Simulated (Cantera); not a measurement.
**Thermodynamics of carbothermic reduction, feed Ta2O5 + CH4 + H2**

Input: 1 mol Ta2O5, 1.3 mol CH4, 7.6 mol H2, at 1025 K and 10.0 mbar.

Method: chemical equilibrium by Gibbs-energy minimisation in Cantera with the NASA 1993 tables (ideal gas, pure condensed phases). Candidate condensed phases: C, C6H6, C7H8, C8H18, H2O, Ta, TaC, Ta2O5; 113 gas species. Mutual solubility and eutectic melting of coexisting phases are not modelled. TaC: taken at fixed stoichiometry. Condensed phases not in the tables: Ta2C. Kinetics and transport are ignored.

```yaml
x(H2): 0.916
x(CO): 0.0830
x(CH4): 0.000600
x(H2O): 0.000207
x(CO2): 2.44e-5
n(TaC(s)): 0.370 mol
n(Ta2O5(s)): 0.815 mol
gas_amount: 11.12 mol
log10 activity of C(graphite) (absent): -0.01
log10 activity of Ta(s) (absent): -7.17
```
